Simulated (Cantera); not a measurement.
A closed system holds: 1 mol SiHCl₃, 5.6 mol N₂, equilibrated at 1073.15 K and 0.0133 bar.

Cantera equilibrium calculation (NASA polynomials, part measured and part estimated; ideal gas, pure solids and liquids). Candidate condensed phases: NH₄Cl, Si, Si₃N₄; 28 gas species. N₂ is the only nitrogen source here; it is nearly inert below about 1500 K, so the nitride shown seldom forms there in practice. The tables' values for SiCl₃ are old estimates; treat these amounts as uncertain. Rates play no part.

Base state: N₂ 0.784, HCl 0.122, SiCl₄ 0.0803, H₂ 0.0132, SiCl₃ 0.000337, SiHCl₃ 0.000107, SiCl₂ 2.25e-5 (mole fractions); condensed: Si₃N₄(s).

**Question.** What changes in the equilibrium state with this change: temperature from 1073.15 K to 1623.15 K?

**Answer.** 
| species | before | after |
|---|---|---|
| N₂ | 0.784 | 0.746 |
| SiCl₂ | 2.25e-5 | 0.113 |
| HCl | 0.122 | 0.108 |
| SiCl₄ | 0.0803 | 0.00474 |
| SiCl₃ | 0.000337 | 0.0152 |
| H₂ | 0.0132 | 0.0125 |
| SiCl | <1e-9 | 1.26e-5 |
| H | 1.40e-8 | 6.70e-5 |
| Cl | 1.17e-7 | 0.000456 |
| SiHCl₃ | 0.000107 | 8.50e-5 |
| Si₃N₄(s), mol | 0.151 | 0 |
The tables' values for SiCl₃, SiCl are old estimates; treat these amounts as uncertain.

**Question.** What changes in the equilibrium state with this change: SiHCl₃ replaced by SiCl₄?

**Answer.** 
| species | before | after |
|---|---|---|
| N₂ | 0.784 | 0.848 |
| SiCl₄ | 0.0803 | 0.152 |
| SiCl₃ | 0.000337 | 9.34e-6 |
| HCl | 0.122 | 0 |
| H₂ | 0.0132 | 0 |
| SiHCl₃ | 0.000107 | 0 |
| SiCl₂ | 2.25e-5 | 9.21e-9 |
| Si₃N₄(s), mol | 0.151 | 0 |
